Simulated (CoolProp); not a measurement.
Properties of CHF3 (R23) at several states.

The numbers come from the reference Helmholtz-energy equation of state, Penoncello 2003 in CoolProp.

```tsv
T (°C)	p (kPa)	phase	Z	cp (kJ/(kg K))	speed of sound (m/s)	expansivity (1/kK)	conductivity (mW/(m K))	Prandtl number
-15.45	26400	liquid	[?]	1.264	679.0	[?]	[?]	[?]
23.35	12100	liquid	0.3380	[?]	389.8	[?]	78.8	1.83
-53.65	20.4	gas	0.9954	0.6230	179.2	4.636	[?]	0.737
-148.05	402	liquid	[?]	1.201	1194	1.962	244	7.60
-5.75	32.8	gas	0.9964	0.6882	195.6	3.787	11.9	0.778
127.55	2430	gas	0.9362	0.9423	225.7	3.198	21.8	0.857
```

### Question
Some entries are withheld; supply them.

### Answer

- -15.45, Z: 0.6730
- -15.45, expansivity (1/kK): 2.739
- -15.45, conductivity (mW/(m K)): 108
- -15.45, Prandtl number: 2.03
- 23.35, cp (kJ/(kg K)): 1.589
- 23.35, expansivity (1/kK): 6.055
- -53.65, conductivity (mW/(m K)): 9.28
- -148.05, Z: 0.01611

Viscosity comes from a separate model (Shan 2000). Thermal conductivity comes from a separate model (Shan 2000).
